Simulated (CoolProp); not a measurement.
Vapour-liquid equilibrium of CHF3 (R23) (1) + CH2F2 (R32) (2) at 184.2 K; x and y are mole fractions of (1).

The numbers come from the multi-fluid Helmholtz-energy mixture model, Penoncello 2003 and Tillner-Roth 1997; pair parameters Bell 2016 in CoolProp.

Question: Give the bubble pressure and the first vapour's composition at x = 0.2, 0.5, 0.65. Is there an azeotrope?

Answer: x = 0.2: 0.02149 MPa, y = 0.637; x = 0.5: 0.03879 MPa, y = 0.871; x = 0.65: 0.04717 MPa, y = 0.924. No azeotrope shows between x = 0.05 and 0.95.

Pair parameters are fitted to limited data, so mixtures are less certain than the pure fluids.
